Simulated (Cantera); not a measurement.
Charge: 1 mol Al, 0.64 mol HCl, 1.1 mol H2, held at 15.0 Torr.

Cantera equilibrium calculation (NASA polynomials, part measured and part estimated; ideal gas, pure solids and liquids). Candidate condensed phases: Al, AlCl3; 12 gas species. The tables' values for AlCl2 are old estimates; treat these amounts as uncertain. Kinetics and transport are ignored. All values below are at 1800 K.

Base state: H2 0.659, AlCl 0.297, Al 0.0397, AlH 0.00207, H 0.00205, HCl 0.000189, AlCl2 9.99e-5, Al2 3.06e-5 (mole fractions); condensed: Al(l).

Problem. What changes in the equilibrium state with this change: HCl from 0.64 to 1.1 mol?

Solution. 
| species | before | after |
|---|---|---|
| H2 | 0.659 | 0.604 |
| AlCl | 0.297 | 0.357 |
| HCl | 0.000189 | 0.0207 |
| Al | 0.0397 | 0.000416 |
| AlCl2 | 9.99e-5 | 0.0137 |
| AlCl3 | 1.03e-7 | 0.00162 |
| Al2 | 3.06e-5 | 3.37e-9 |
| Cl | 4.51e-7 | 5.16e-5 |
| AlH | 0.00207 | 2.08e-5 |
| Al(l), mol | 0.271 | 0 |
